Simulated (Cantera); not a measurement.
Input: 1 mol MgCO₃, 1.2 mol H₂S, 3.6 mol CO₂, equilibrated at 825 K and 32.0 mbar.

These are equilibrium values from Cantera (NASA tables, ideal gas, pure condensed phases), not measurements of a reactor. Gases not in the tables: S₃ to S₇. Kinetics and transport are ignored.

```json
[
 {"species": "CO₂", "before": "0.736", "after": "0.751"},
 {"species": "H₂S", "before": "0.152", "after": "0.166"},
 {"species": "H₂O", "before": "0.0461", "after": "0.0382"},
 {"species": "CO", "before": "0.0237", "after": "0.00794"},
 {"species": "S₂", "before": "0.0145", "after": "0.00467"},
 {"species": "COS", "before": "0.0221", "after": "0.0298"},
 {"species": "H₂", "before": "0.00531", "after": "0.00144"},
 {"species": "CS₂", "before": "0.000160", "after": "0.000282"},
 {"species": "SO₂", "before": "1.56e-5", "after": "1.16e-5"},
 {"species": "MgO(s), mol", "before": "1.00", "after": "1.00"}
]
```
Gas species are given as mole fractions.

**Question.** Which change was made?
(A) temperature from 825 K to 900 K
(B) temperature from 825 K to 1423.15 K
(C) temperature from 825 K to 1100 K
(D) pressure from 32.0 mbar to 1.60 bar

**Answer.** D, pressure from 32.0 mbar to 1.60 bar
